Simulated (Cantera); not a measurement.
## Moist CO burnout

An isothermal, constant-pressure homogeneous reactor starts with CO : O2 : H2O : N2 = 0.0016 : 0.003 : 0.0025 : 1 (molar parts), equivalence ratio 0.27, at 1425 K and 0.490 bar.

Detailed kinetics in Cantera: GRI-Mech 3.0 (53 species, 325 reactions).

| t (s) | x CO | x O2 | x H2O | x H | x OH | x NO2 | x H2 |
|---|---|---|---|---|---|---|---|
| 0.000300 | 0.00159 | 0.00298 | 0.00248 | 2.91e-11 | 1.67e-10 | <1e-12 | 2.38e-12 |
| 0.000756 | 0.00159 | 0.00298 | 0.00248 | 1.95e-10 | 8.10e-10 | <1e-12 | 4.04e-11 |
| 0.00191 | 0.00159 | 0.00298 | 0.00248 | 1.49e-9 | 5.44e-9 | <1e-12 | 7.20e-10 |
| 0.00481 | 0.00159 | 0.00298 | 0.00248 | 3.90e-8 | 1.39e-7 | <1e-12 | 2.97e-8 |
| 0.0121 | 0.00138 | 0.00284 | 0.00241 | 4.14e-5 | 5.25e-5 | <1e-12 | 2.60e-5 |
| 0.0306 | 0.000204 | 0.00226 | 0.00230 | 0.000123 | 8.94e-5 | 5.80e-11 | 7.22e-5 |
| 0.0771 | 3.57e-5 | 0.00219 | 0.00244 | 1.07e-5 | 3.99e-5 | 2.41e-10 | 1.49e-5 |
| 0.194 | 6.29e-6 | 0.00218 | 0.00247 | 8.44e-7 | 1.72e-5 | 5.83e-10 | 2.75e-6 |
| 0.490 | 1.25e-6 | 0.00218 | 0.00248 | 9.59e-8 | 8.36e-6 | 7.07e-10 | 6.36e-7 |
| 1.24 | 3.29e-7 | 0.00218 | 0.00248 | 1.64e-8 | 4.65e-6 | 5.16e-10 | 1.94e-7 |
| 3.12 | 1.24e-7 | 0.00219 | 0.00248 | 4.43e-9 | 3.00e-6 | 3.33e-10 | 8.04e-8 |
| 7.86 | 7.77e-8 | 0.00219 | 0.00248 | 2.38e-9 | 2.44e-6 | 2.66e-10 | 5.30e-8 |
| 19.8 | 7.32e-8 | 0.00219 | 0.00248 | 2.20e-9 | 2.37e-6 | 2.61e-10 | 5.03e-8 |
| 50.0 | 7.32e-8 | 0.00219 | 0.00248 | 2.20e-9 | 2.37e-6 | 2.64e-10 | 5.03e-8 |
x: mole fraction; the columns are a selection and need not sum to one.

Equilibrium at this temperature and pressure: CO 7.40e-8, O2 0.00214, H2O 0.00248, H 2.21e-9, OH 2.36e-6, NO2 4.54e-8, H2 5.09e-8 (gas phase only).
